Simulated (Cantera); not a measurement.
A perfectly stirred reactor is fed with NH3 : N2 = 1 : 3.1 (molar parts), at 30.0 Torr; it is held at 2048 K, and followed from long to short residence time.

Computed with Cantera and the gas-phase N/H chemistry of the illustrative SiF4/NH3 mechanism in the Surface Chemkin manual (1991). Walls and surfaces, which speed up NH3 decomposition in real reactors, are not modelled.

Question: What does this change do: pressure from 30.0 Torr to 9.00 Torr?

Answer: 
| quantity | before | after |
|---|---|---|
| x(NH3) at τ = 13.0 s | 0.00708 | 0.0171 |
| x(NH2) at τ = 13.0 s | 6.49e-5 | 0.000130 |
| x(H2) at τ = 13.0 s | 0.285 | 0.273 |
| x(N2H4) at τ = 13.0 s | 5.32e-11 | 6.46e-11 |
| x(N) at τ = 13.0 s | 1.70e-6 | 2.30e-6 |
| x(NH3) at τ = 35.0 ms | 0.220 | 0.233 |
| x(NH2) at τ = 35.0 ms | 0.000860 | 0.00110 |
| x(H2) at τ = 35.0 ms | 0.0278 | 0.0119 |
| x(N2H4) at τ = 35.0 ms | 9.36e-9 | 4.61e-9 |
| x(N) at τ = 35.0 ms | 6.56e-7 | 3.76e-7 |

Question: What does this change do: pressure from 30.0 Torr to 263 Torr?

Answer: 
```csv
quantity,before,after
x(NH3) at τ = 13.0 s,0.00708,0.00103
x(NH2) at τ = 13.0 s,6.49e-5,1.57e-5
x(H2) at τ = 13.0 s,0.285,0.292
x(N2H4) at τ = 13.0 s,5.32e-11,2.73e-11
x(N) at τ = 13.0 s,1.70e-6,1.17e-6
x(NH3) at τ = 35.0 ms,0.220,0.153
x(NH2) at τ = 35.0 ms,0.000860,0.000496
x(H2) at τ = 35.0 ms,0.0278,0.109
x(N2H4) at τ = 35.0 ms,9.36e-9,2.73e-8
x(N) at τ = 35.0 ms,6.56e-7,1.04e-6
```
